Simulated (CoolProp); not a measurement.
The fluid at 296.56 K and 0.0638 MPa is compressed adiabatically to 0.332 MPa with isentropic efficiency 0.85. The same conditions are run with several fluids, on thermodynamics alone (safety and materials aside).

Model: reference Helmholtz-energy equation of state of each fluid (propane: Lemmon 2009; normal hydrogen: Leachman 2009; n-butane: Bücker 2006; R507A: Lemmon 2003; carbonyl sulfide: Lemmon 2006), in CoolProp. Blends and air are pseudo-pure fits.

```json
[
 {"fluid": "propane", "work (kJ/kg)": "117", "final temperature (K)": "?", "final density (kg/m³)": "4.98"},
 {"fluid": "normal hydrogen", "work (kJ/kg)": "?", "final temperature (K)": "506.4", "final density (kg/m³)": "?"},
 {"fluid": "n-butane", "work (kJ/kg)": "?", "final temperature (K)": "347.9", "final density (kg/m³)": "7.10"},
 {"fluid": "R507A", "work (kJ/kg)": "51.5", "final temperature (K)": "?", "final density (kg/m³)": "11.4"},
 {"fluid": "carbonyl sulfide", "work (kJ/kg)": "?", "final temperature (K)": "424.6", "final density (kg/m³)": "?"}
]
```

Question: Complete the blanks.

Answer: 
- propane, final temperature (K): 363.6
- normal hydrogen, work (kJ/kg): 3040
- normal hydrogen, final density (kg/m³): 0.159
- n-butane, work (kJ/kg): 85.1
- R507A, final temperature (K): 355.7
- carbonyl sulfide, work (kJ/kg): 92.9
- carbonyl sulfide, final density (kg/m³): 5.72
